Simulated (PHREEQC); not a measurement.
Make-up at 25 °C: 0.011 mol H2SeO3, 0.21 mol H2SO4 and 7.6e-05 mol CaCl2 per kg of water. Closed to the air; pH follows from the charge balance.

The numbers come from PHREEQC with the ion-association model, wateq4f.dat.

### Question
The ionic strength comes out as 0.265 mol/kgw. What activity coefficients do H+, SO4-2, HSeO3-, Ca+2, Cl- get?

### Answer
H+ 0.79, SO4-2 0.26, HSeO3- 0.74, Ca+2 0.30, Cl- 0.69.

No solid was allowed to form.
